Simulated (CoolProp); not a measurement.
Fluorine at several states: density (kg/m³) from the reference equation and from simpler models built on Tc = 144.4 K, pc = 5.240 MPa, ω = 0.045; each cubic takes its own stable root.

Computed with CoolProp (reference Helmholtz-energy equation of state, de Reuck 1990).

```tsv
T (K)	p (MPa)	phase	reference	Redlich-Kwong	Soave-Redlich-Kwong	Peng-Robinson
66.3	0.0171	liquid	?	1653	?	1839
186.8	1.74	gas	44.79	44.95	44.84	?
261.2	18.4	supercritical	?	353.6	?	?
205.4	0.645	gas	14.54	14.56	14.54	14.59
118	3.9	liquid	1248	?	?	1368
```

Question: Some entries are withheld; supply them.

Answer: 
- 66.3, reference: 1626
- 66.3, Soave-Redlich-Kwong: 1635
- 186.8, Peng-Robinson: 45.29
- 261.2, reference: 347.9
- 261.2, Soave-Redlich-Kwong: 340.3
- 261.2, Peng-Robinson: 356.8
- 118, Redlich-Kwong: 1207
- 118, Soave-Redlich-Kwong: 1209
